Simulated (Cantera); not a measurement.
Input (Python, Cantera):

```python
import numpy as np
import cantera as ct

gas = ct.Solution("gri30.yaml")
gas.TPX = 450, 16000, {'CH4': 1, 'CO': 0.043, 'O2': 2.66, 'N2': 7.45, 'H2O': 0.43}
flame = ct.FreeFlame(gas, width=0.14)
flame.set_refine_criteria(ratio=3, slope=0.08, curve=0.16)
flame.transport_model = "mixture-averaged"
flame.solve(loglevel=0, auto=True)
flame.transport_model = "multicomponent"
flame.soret_enabled = False
flame.solve(loglevel=0, refine_grid=True)
z, T = flame.grid, flame.T
thick = (T[-1] - T[0]) / np.gradient(T, z).max()
show = ['CH4', 'CO', 'O2', 'NO', 'H2', 'N2O']
print(f"laminar burning velocity  {flame.velocity[0] * 100:.3f} cm/s")
print(f"burnt temperature         {T[-1]:.1f} K")
print(f"thermal thickness         {thick * 1e3:.4f} mm")
print(f"grid points               {len(z)}")
z0 = z[flame.heat_release_rate.argmax()]
print(f"{'z/mm':>9s}{'T/K':>9s}{'u/(m/s)':>9s}" + "".join(f"{s:>11s}" for s in show))
rows = []
for k in (-3, -2, -1.5, -1, -0.5, -0.25, 0, 0.25, 0.5, 1, 2, 4, 8):
    zz = z0 + k * thick
    rows.append([k * thick, np.interp(zz, z, T), np.interp(zz, z, flame.velocity),
                 *(np.interp(zz, z, flame.X[gas.species_index(s)]) for s in show)])
    print(f"{rows[-1][0] * 1e3:9.3f}{rows[-1][1]:9.1f}{rows[-1][2]:9.3f}" + "".join(f"{x:11.3e}" for x in rows[-1][3:]))
```

Result:

```
laminar burning velocity  124.811 cm/s
burnt temperature         2196.8 K
thermal thickness         1.6789 mm
grid points               152
     z/mm      T/K  u/(m/s)        CH4         CO         O2         NO         H2        N2O
   -5.037    450.0    1.248  8.631e-02  3.711e-03  2.296e-01  1.798e-12  2.928e-04  1.063e-15
   -3.358    450.3    1.250  8.622e-02  3.711e-03  2.294e-01  5.075e-11  1.174e-03  5.318e-14
   -2.518    452.2    1.257  8.601e-02  3.732e-03  2.289e-01  4.969e-10  2.637e-03  7.050e-13
   -1.679    479.5    1.339  8.442e-02  4.211e-03  2.265e-01  9.871e-09  6.341e-03  2.462e-11
   -0.839    801.3    2.269  6.633e-02  1.354e-02  2.022e-01  2.266e-07  1.432e-02  1.021e-09
   -0.420   1194.5    3.422  3.890e-02  3.044e-02  1.641e-01  6.768e-07  1.867e-02  3.898e-09
    0.000   1579.7    4.568  1.079e-02  4.874e-02  1.160e-01  1.588e-06  1.922e-02  1.070e-08
    0.420   1740.3    5.045  1.149e-03  4.895e-02  8.613e-02  2.728e-06  1.493e-02  2.017e-08
    0.839   1777.7    5.141  7.132e-05  4.023e-02  7.473e-02  3.538e-06  1.220e-02  2.704e-08
    1.679   1811.2    5.209  2.234e-07  2.812e-02  6.807e-02  4.585e-06  1.166e-02  3.105e-08
    3.358   1854.7    5.308  1.410e-10  2.053e-02  6.482e-02  6.332e-06  1.165e-02  3.192e-08
    6.716   1914.0    5.453  5.561e-16  1.758e-02  6.294e-02  9.748e-06  1.056e-02  3.469e-08
   13.431   1988.5    5.636  2.291e-17  1.537e-02  6.117e-02  1.687e-05  8.637e-03  4.080e-08
```

Cantera simulation using GRI-Mech 3.0 (53 species, 325 reactions); the numbers are that mechanism's predictions, not measurements. Burning velocities carry a grid error of a few per cent, more on coarse grids.
